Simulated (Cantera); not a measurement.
Input: 1 mol SiCl₄, 0.37 mol C₂H₂, 1300 mol H₂, equilibrated at 2173 K and 2.18 Torr.

Cantera equilibrium calculation (NASA polynomials, part measured and part estimated; ideal gas, pure solids and liquids). Candidate condensed phases: C, C₆H₆, C₇H₈, C₈H₁₈, Si, SiC; 109 gas species. Equilibrium is a limit: real reactors are often held back by kinetics, nucleation or transport.

### Question
What is the equilibrium state?

### Answer
| Property | Result |
|---|---|
| x(H₂) | 0.911 |
| x(H) | 0.0855 |
| x(HCl) | 0.00275 |
| x(Si) | 0.000704 |
| x(C₂H₂ (acetylene)) | 0.000262 |
| x(Cl) | 0.000188 |
| x(SiH) | 1.69e-5 |
| x(SiC₂) | 7.95e-6 |
| x(SiH₂) | 1.72e-6 |
| gas amount | 1362 mol |
| log10 activity of C(graphite) (absent) | -0.44 |
| log10 activity of Si(l) (absent) | -2.14 |
